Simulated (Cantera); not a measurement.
## Equilibrium for hydrogen reduction and annealing atmospheres: CuO + H2 + H2O

Feed: 1 mol CuO, a varied amount of H2, 1.7 mol H2O, at 2198 K and 0.620 bar.

Equilibrium computed with Cantera from the NASA thermochemical tables; the gas is ideal and each condensed phase is pure. Candidate condensed phases: Cu, CuO, Cu(OH)2, Cu2O, H2O; 12 gas species. Rates play no part.

```
n(H2) (mol)  log p H2  log p H2O  log p Cu  log p H  log p OH  log p Cu2  n Cu(l)
-----------  --------  ---------  --------  -------  --------  ---------  -------
7.1             -0.39      -0.74     -1.64    -2.45     -3.66      -3.76    0.657
16              -0.30      -1.04     -1.64    -2.40     -4.00      -3.76    0.310
37              -0.25      -1.38     -1.81    -2.38     -4.36      -4.10        0
84              -0.23      -1.72     -2.15    -2.37     -4.71      -4.78        0
190             -0.22      -2.06     -2.49    -2.36     -5.06      -5.47        0
440             -0.21      -2.42     -2.86    -2.36     -5.43      -6.19        0
1000            -0.21      -2.78     -3.21    -2.36     -5.78      -6.90        0
```
log p: log10 of the partial pressure in bar; n: condensed amount in mol.

From 7.1 mol H2 to 16 mol H2 the condensed part is Cu(l). From 37 mol H2 to 1000 mol H2 nothing is condensed. The main Cu-bearing gas is Cu throughout.
